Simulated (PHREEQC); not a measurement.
A solution holds 0.25 mol CuSO4 and 0.022 mol HCl per kg of water, at 25 °C. Closed to the air; pH follows from the charge balance.

Computed with PHREEQC (ion-association model, phreeqc.dat).

Each row changes one thing in this solution. No solid was allowed to form.

```json
[
 {"case": "as made", "pH": "2.29", "ionic strength (mol/kgw)": "0.482"},
 {"case": "CuSO4 left out", "pH": "1.71", "ionic strength (mol/kgw)": "0.0220"},
 {"case": "diluted 100-fold with water", "pH": "?", "ionic strength (mol/kgw)": "?"},
 {"case": "CuSO4 from 0.25 to 0.375 mol/kgw", "pH": "2.36", "ionic strength (mol/kgw)": "?"},
 {"case": "HCl left out", "pH": "?", "ionic strength (mol/kgw)": "?"}
]
```

**Question.** What belongs in the gaps?

**Answer.** 
- diluted 100-fold with water, pH: 3.75
- diluted 100-fold with water, ionic strength (mol/kgw): 0.00850
- CuSO4 from 0.25 to 0.375 mol/kgw, ionic strength (mol/kgw): 0.690
- HCl left out, pH: 4.40
- HCl left out, ionic strength (mol/kgw): 0.465

Complexes and solids missing from the database can't appear.
